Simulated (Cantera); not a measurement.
# Equilibrium for tantalum, niobium, vanadium and zirconium in process gases: Ta + H2O

Input: 1 mol Ta, 0.35 mol H2O, held at 3.80e-6 bar.

Equilibrium computed with Cantera from the NASA thermochemical tables; the gas is ideal and each condensed phase is pure. Candidate condensed phases: H2O, Ta, Ta2O5; 12 gas species. Mutual solubility and eutectic melting of coexisting phases are not modelled. Condensed phases not in the tables: N, O or C dissolved in the metal. The numbers say what is thermodynamically allowed, not how fast it happens.

| T (K) | x H2 | x H | x TaO | x TaO2 | x O | x H2O | x OH | n Ta(s) | n Ta2O5(s) |
|---|---|---|---|---|---|---|---|---|---|
| 1100 | 1.000 | 1.33e-5 | <1e-12 | <1e-12 | <1e-12 | 1.07e-6 | <1e-12 | 0.860 | 0.0700 |
| 1200 | 1.000 | 0.000101 | 3.73e-12 | 1.43e-11 | <1e-12 | 4.41e-6 | 3.56e-12 | 0.860 | 0.0700 |
| 1300 | 0.999 | 0.000567 | 3.46e-10 | 1.44e-9 | <1e-12 | 1.44e-5 | 1.07e-10 | 0.860 | 0.0700 |
| 1400 | 0.997 | 0.00249 | 1.67e-8 | 7.36e-8 | 4.45e-12 | 3.94e-5 | 1.96e-9 | 0.860 | 0.0700 |
| 1500 | 0.991 | 0.00899 | 4.73e-7 | 2.20e-6 | 1.90e-10 | 9.31e-5 | 2.41e-8 | 0.860 | 0.0700 |
| 1600 | 0.972 | 0.0275 | 8.78e-6 | 4.24e-5 | 5.05e-9 | 0.000194 | 2.15e-7 | 0.860 | 0.0700 |
| 1700 | 0.926 | 0.0727 | 0.000115 | 0.000571 | 9.10e-8 | 0.000357 | 1.45e-6 | 0.860 | 0.0699 |
| 1800 | 0.826 | 0.167 | 0.00112 | 0.00569 | 1.19e-6 | 0.000569 | 7.59e-6 | 0.859 | 0.0690 |
| 1900 | 0.625 | 0.322 | 0.00854 | 0.0442 | 1.18e-5 | 0.000721 | 3.05e-5 | 0.854 | 0.0613 |
| 2000 | 0.281 | 0.443 | 0.0480 | 0.227 | 8.43e-5 | 0.000467 | 7.33e-5 | 0.809 | 0 |
| 2100 | 0.139 | 0.595 | 0.0944 | 0.171 | 0.000207 | 0.000132 | 6.76e-5 | 0.787 | 0 |
| 2200 | 0.0538 | 0.670 | 0.162 | 0.113 | 0.000434 | 2.88e-5 | 5.00e-5 | 0.752 | 0 |
| 2300 | 0.0189 | 0.683 | 0.236 | 0.0618 | 0.000763 | 5.32e-6 | 3.10e-5 | 0.711 | 0 |
| 2400 | 0.00685 | 0.675 | 0.290 | 0.0269 | 0.00112 | 9.32e-7 | 1.69e-5 | 0.678 | 0 |
x: gas mole fraction; n: condensed amount in mol.

From 1100 K to 1900 K the condensed part is Ta(s) + Ta2O5(s). From 2000 K to 2400 K the condensed part is Ta(s).
